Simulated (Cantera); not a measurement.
What does this Cantera script print?

```python
import numpy as np
import cantera as ct

gas = ct.Solution("h2o2.yaml")
gas.TPX = 1148, 310, {'H2': 0.0091, 'O2': 1, 'N2': 0.21, 'H2O': 0.0017}
reactor = ct.IdealGasConstPressureReactor(gas, energy="off", clone=False)
net = ct.ReactorNet([reactor])
net.rtol, net.atol = 1e-08, 1e-18
show = ['H2', 'O2', 'H', 'H2O', 'HO2', 'O']
times = np.geomspace(5e-05, 1, 14)

steps = ct.SolutionArray(gas, extra=["t"])
rows = []
print(f"{'t/s':>10s}{'T/K':>9s}{'P/Pa':>11s}" + "".join(f"{s:>11s}" for s in show))
for t in times:
    while net.time < t:
        t_next = net.step()
        steps.append(gas.state, t=t_next)
    rows.append([np.interp(t, steps.t, y) for y in (steps.T, steps.P, *steps(*show).X.T)])
    print(f"{t:10.3e}{rows[-1][0]:9.1f}{rows[-1][1]:11.4g}" + "".join(f"{x:11.3e}" for x in rows[-1][2:]))
rate = np.gradient(steps.T, steps.t)
print("integrator steps:", len(steps.t))
if steps.T.max() > steps.T[0] + 200:
    print(f"time of steepest temperature rise: {steps.t[rate.argmax()]:.4e} s")
gas.TPX = 1148, 310, {'H2': 0.0091, 'O2': 1, 'N2': 0.21, 'H2O': 0.0017}
gas.equilibrate("TP")
print(f"equilibrium (TP): T = {gas.T:.1f} K  " + "  ".join(f"{s} {gas[s].X[0]:.3e}" for s in show))
```

Output:

```
       t/s      T/K       P/Pa         H2         O2          H        H2O        HO2          O
 5.000e-05   1148.0        310  7.454e-03  8.191e-01  2.136e-11  1.393e-03  2.332e-11  1.960e-12
 1.071e-04   1148.0        310  7.454e-03  8.191e-01  4.165e-11  1.393e-03  4.997e-11  8.417e-12
 2.294e-04   1148.0        310  7.454e-03  8.191e-01  7.435e-11  1.393e-03  1.071e-10  3.388e-11
 4.915e-04   1148.0        310  7.454e-03  8.191e-01  1.166e-10  1.393e-03  2.294e-10  1.229e-10
 1.053e-03   1148.0        310  7.454e-03  8.191e-01  1.687e-10  1.393e-03  4.914e-10  3.958e-10
 2.255e-03   1148.0        310  7.454e-03  8.191e-01  2.781e-10  1.393e-03  1.053e-09  1.238e-09
 4.831e-03   1148.0        310  7.454e-03  8.191e-01  6.712e-10  1.393e-03  2.257e-09  4.611e-09
 1.035e-02   1148.0        310  7.454e-03  8.191e-01  3.541e-09  1.393e-03  4.857e-09  3.024e-08
 2.217e-02   1148.0        310  7.453e-03  8.191e-01  1.069e-07  1.394e-03  1.142e-08  9.568e-07
 4.749e-02   1148.0        310  5.993e-03  8.178e-01  1.340e-04  2.507e-03  2.880e-07  9.773e-04
 1.017e-01   1148.0        310  4.715e-05  8.123e-01  3.973e-04  8.308e-03  2.336e-07  6.339e-03
 2.179e-01   1148.0        310  3.346e-05  8.125e-01  3.530e-04  8.369e-03  2.185e-07  6.156e-03
 4.668e-01   1148.0        310  3.092e-05  8.130e-01  3.125e-04  8.405e-03  2.112e-07  5.670e-03
 1.000e+00   1148.0        310  2.633e-05  8.138e-01  2.439e-04  8.468e-03  1.967e-07  4.799e-03
integrator steps: 706
equilibrium (TP): T = 1148.0 K  H2 7.285e-10  O2 8.185e-01  H 3.496e-11  H2O 8.878e-03  HO2 1.429e-09  O 1.298e-07
```

Model: the H2/O2 subset of GRI-Mech 3.0, which has no nitrogen chemistry, integrated in Cantera. Radical loss at walls, strong at low pressure, is not modelled.
